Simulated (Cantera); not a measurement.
Silicates and aluminates: SiO2 + Al2O3 + N2

Charge: 1 mol SiO2, 1.7 mol Al2O3, 0.15 mol N2, at 948.15 K and 0.133 bar.

Method: chemical equilibrium by Gibbs-energy minimisation in Cantera with the NASA 1993 tables (ideal gas, pure condensed phases). Candidate condensed phases: Al, AlN, Al2O3, Al2SiO5, Al6Si2O13, Si, SiO2, Si2N2O, Si3N4; 23 gas species. Condensed phases not in the tables: alloys, solid solutions and most ternary compounds. The numbers say what is thermodynamically allowed, not how fast it happens.

```yaml
x(N2): 1.00
n(Al2O3(s)): 0.700 mol
n(Al2SiO5(andalusite)): 1.00 mol
gas_amount: 0.1500 mol
log10 activity of Al6Si2O13(mullite) (absent): -0.34
log10 activity of Si(s) (absent): -23.50
log10 activity of Al(l) (absent): -24.82
```
